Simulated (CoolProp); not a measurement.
R1224YDZ at 292.57 K and 0.0121 MPa is throttled through a valve to 0.0043 MPa with no heat exchange. Each further row changes one setting.

Computed with CoolProp (reference Helmholtz-energy equation of state, Akasaka 2023).

```json
[
 {"case": "as stated", "temperature change (K)": "-0.3", "final density (kg/m³)": "(withheld)"},
 {"case": "outlet pressure 0.00129 MPa", "temperature change (K)": "-0.4", "final density (kg/m³)": "(withheld)"},
 {"case": "outlet pressure 0.00559 MPa", "temperature change (K)": "-0.3", "final density (kg/m³)": "(withheld)"}
]
```

Q: Complete the blanks.

A: 
- as stated, final density (kg/m³): 0.263
- outlet pressure 0.00129 MPa, final density (kg/m³): 0.0789
- outlet pressure 0.00559 MPa, final density (kg/m³): 0.342
